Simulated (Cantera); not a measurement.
An adiabatic, constant-pressure homogeneous reactor starts with 21.2 % CO, 10.4 % H2, 14.4 % O2, 54.1 % N2, at 1298 K and 21.7 atm.

Model: GRI-Mech 3.0 (53 species, 325 reactions), integrated in Cantera. The hydrogen kinetics of GRI-Mech 3.0 are dated; newer H2 mechanisms differ, most at raised pressure. The pressure lies above the range GRI-Mech 3.0 was tuned for (to about 10 atm).

One state of this run: T (K) = 2956; x CO = 0.0770; x H2 = 0.00671; x O2 = 0.0163; x NO = 0.0111; x HO2 = 1.26e-5. x: mole fraction; the columns are a selection and need not sum to one.

Problem. Which value of t (s) does it belong to?
(A) 3.14e-6
(B) 2.87
(C) 3.09e-5
(D) 1.00e-6

Solution. B, 2.87
